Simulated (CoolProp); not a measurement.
Properties of methanol along the isobar 9400 kPa (Tc = 513.4 K, pc = 8216 kPa, ω = 0.565).

The numbers come from the reference Helmholtz-energy equation of state, de Reuck 1993 in CoolProp.

| T (K) | phase | isothermal compressibility (1/MPa) | fugacity coefficient |
|---|---|---|---|
| 346.9 | liquid | 0.001545 | 0.01684 |
| 367.9 | liquid | 0.001811 | 0.03393 |
| 388.9 | liquid | 0.002177 | 0.06225 |
| 410 | liquid | 0.002709 | 0.1056 |
| 431 | liquid | 0.003537 | 0.1668 |
| 452 | liquid | 0.004963 | 0.2478 |
| 473 | liquid | 0.007823 | 0.3486 |
| 494 | liquid | 0.01586 | 0.4665 |
| 515 | supercritical | 0.09189 | 0.5937 |
| 536 | supercritical | 0.2612 | 0.6843 |
| 557 | supercritical | 0.1820 | 0.7359 |
| 578 | supercritical | 0.1559 | 0.7727 |
| 599 | supercritical | 0.1413 | 0.7999 |
| 620 | supercritical | 0.1325 | 0.8202 |
